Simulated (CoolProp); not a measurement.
Vapour-liquid equilibrium of dimethyl ether (1) + R236EA (2) at 334.1 K; x and y are mole fractions of (1).

Values from CoolProp's multi-fluid Helmholtz-energy mixture model, Wu 2011 and Rui 2013; pair parameters Bell 2016.

```tsv
x	bubble pressure (bar)	y at the bubble point	dew pressure at overall composition x (bar)	liquid density (mol/L)
0.05	6.219	0.055	6.215	8.755
0.2	6.422	0.236	6.368	9.368
0.35	6.893	0.441	6.643	10.02
0.5	7.821	0.647	7.097	10.71
0.65	9.360	0.816	7.842	11.41
0.8	11.51	0.927	9.162	12.12
0.95	13.99	0.988	12.23	12.77
```

No azeotrope shows between x = 0.05 and 0.95.

The pair parameters rest on a limited set of measurements; away from them the model extrapolates.
